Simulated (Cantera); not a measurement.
Mixture: CH4 : O2 : N2 = 1 : 1.33 : 5.01 (molar parts), equivalence ratio 1.5, at 278 Torr, adiabatic and at constant volume. Ignition delay is the time to a rise of 400 K.

Detailed kinetics in Cantera: GRI-Mech 3.0 (53 species, 325 reactions).

**Question.** What does this change do: N2 5.01 to 8.2 parts?

**Answer.** 
| quantity | before | after |
|---|---|---|
| delay at 1100 K | 0.597 s | 0.953 s |
| delay at 1150 K | 0.264 s | 0.422 s |
| delay at 1200 K | 0.122 s | 0.195 s |
| delay at 1250 K | 58.5 ms | 93.5 ms |
| delay at 1300 K | 29.2 ms | 46.5 ms |
| delay at 1350 K | 15.2 ms | 23.9 ms |
| delay at 1400 K | 8.24 ms | 12.8 ms |
| apparent activation energy between 1300 and 1400 K | 190 kJ/mol | 200 kJ/mol |

**Question.** What does this change do: constant pressure in place of constant volume?

**Answer.** 
```csv
quantity,before,after
delay at 1100 K,0.597 s,0.627 s
delay at 1150 K,0.264 s,0.278 s
delay at 1200 K,0.122 s,0.129 s
delay at 1250 K,58.5 ms,62.1 ms
delay at 1300 K,29.2 ms,31.1 ms
delay at 1350 K,15.2 ms,16.2 ms
delay at 1400 K,8.24 ms,8.76 ms
apparent activation energy between 1300 and 1400 K,190 kJ/mol,190 kJ/mol
```

**Question.** What does this change do: 0.054 parts H2 added?

**Answer.** 
| quantity | before | after |
|---|---|---|
| delay at 1100 K | 0.597 s | 0.262 s |
| delay at 1150 K | 0.264 s | 0.130 s |
| delay at 1200 K | 0.122 s | 65.5 ms |
| delay at 1250 K | 58.5 ms | 33.9 ms |
| delay at 1300 K | 29.2 ms | 18.1 ms |
| delay at 1350 K | 15.2 ms | 9.94 ms |
| delay at 1400 K | 8.24 ms | 5.69 ms |
| apparent activation energy between 1300 and 1400 K | 190 kJ/mol | 170 kJ/mol |
